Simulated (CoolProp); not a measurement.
Propylene along the isotherm 139.45 °C: Z from the reference equation and from simpler models built on Tc = 91.1 °C, pc = 45.55 bar, ω = 0.146; each cubic takes its own stable root.

Values from CoolProp's reference Helmholtz-energy equation of state, Lemmon 2013.

| p (bar) | phase | reference |
|---|---|---|
| 28.5 | gas | 0.8441 |
| 56.9 | supercritical | 0.6574 |
| 85.4 | supercritical | 0.4737 |
| 114 | supercritical | 0.4548 |
| 142 | supercritical | 0.4992 |
| 171 | supercritical | 0.5579 |
| 199 | supercritical | 0.6179 |
| 228 | supercritical | 0.6811 |
| 256 | supercritical | 0.7422 |
| 285 | supercritical | 0.8053 |
| 313 | supercritical | 0.8657 |
| 342 | supercritical | 0.9277 |
| 370 | supercritical | 0.9871 |
| 399 | supercritical | 1.048 |
| 427 | supercritical | 1.107 |
| 455 | supercritical | 1.165 |

Problem. How far does each simpler model (van der Waals, Redlich-Kwong, Peng-Robinson) lie from the reference over these 16 states: mean and median of the absolute difference, and the worst?

Solution. 
- van der Waals: mean 22.1 %, median 27.3 %, worst +29.9 % at 139.45 °C and 455 bar
- Redlich-Kwong: mean 4.1 %, median 3.6 %, worst +8.0 % at 139.45 °C and 114 bar
- Peng-Robinson: mean 3.8 %, median 3.9 %, worst -6.7 % at 139.45 °C and 455 bar
